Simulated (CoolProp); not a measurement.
A Linde-Hampson liquefier for CF4 (R14): isothermal reversible compression at 280 K from 1 atm to 5 MPa, throttling to 1 atm, return gas leaving the recuperator 0 K below the feed. Each further row changes one setting.

Values from CoolProp's reference Helmholtz-energy equation of state, Platzer 1990. This equation is an older, rougher fit; its heat capacities, sound speeds and derivatives of the liquid may be far off and weren't checked against measurements.

```json
[
 {"case": "as stated", "liquid yield per pass": "___", "compression work (kJ/kg of gas)": "97.0"},
 {"case": "high pressure 10 MPa", "liquid yield per pass": "___", "compression work (kJ/kg of gas)": "___"},
 {"case": "warm-end temperature 310 K", "liquid yield per pass": "___", "compression work (kJ/kg of gas)": "___"},
 {"case": "warm-end gap 5 K", "liquid yield per pass": "___", "compression work (kJ/kg of gas)": "97.0"}
]
```

Q: What belongs in the gaps?

A: 
- as stated, liquid yield per pass: 0.115
- high pressure 10 MPa, liquid yield per pass: 0.248
- high pressure 10 MPa, compression work (kJ/kg of gas): 109
- warm-end temperature 310 K, liquid yield per pass: 0.080
- warm-end temperature 310 K, compression work (kJ/kg of gas): 110
- warm-end gap 5 K, liquid yield per pass: 0.100
